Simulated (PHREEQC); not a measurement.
Make-up at 21 °C: 1.2 mmol/kgw HF, 5.1 mmol/kgw KF and 0.16 mmol/kgw H2SO4. Closed to the air; pH follows from the charge balance.

Equilibrium calculation in PHREEQC: ion-association model, phreeqc.dat.

This is a speciation only: nothing precipitates in the calculation.

Q: Order these F species by the share of F that they hold, largest first: HF2-, HF, F-.

A: F- (79 %), HF (20 %), HF2- (0.75 %)

The pH is 3.70 and the ionic strength 0.00547 mol/kgw.
